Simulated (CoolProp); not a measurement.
Ethylene along the isobar 4180 kPa: fugacity coefficient from the reference equation and from simpler models built on Tc = 9.2 °C, pc = 5042 kPa, ω = 0.087; each cubic takes its own stable root.

Values from CoolProp's reference Helmholtz-energy equation of state, Smukala 2000.

```tsv
T (°C)	phase	reference	van der Waals	Redlich-Kwong
-116.25	liquid	0.01243	0.07728	0.01212
-107.45	liquid	0.02183	0.1043	0.02212
-98.65	liquid	?	?	0.03730
-89.85	liquid	0.05556	?	0.05884
-81.05	liquid	0.08202	?	0.08778
-72.25	liquid	?	0.2613	0.1249
-63.45	liquid	0.1583	?	0.1705
-54.65	liquid	0.2092	0.3662	0.2247
-45.85	liquid	?	0.4237	0.2871
-37.05	liquid	0.3362	0.4838	0.3569
-28.25	liquid	0.4115	0.5456	0.4329
-19.45	liquid	0.4932	0.6083	0.5135
```

**Question.** What belongs in the gaps?

**Answer.** 
- -98.65, reference: 0.03584
- -98.65, van der Waals: 0.1362
- -89.85, van der Waals: 0.1732
- -81.05, van der Waals: 0.2149
- -72.25, reference: 0.1161
- -63.45, van der Waals: 0.3119
- -45.85, reference: 0.2686
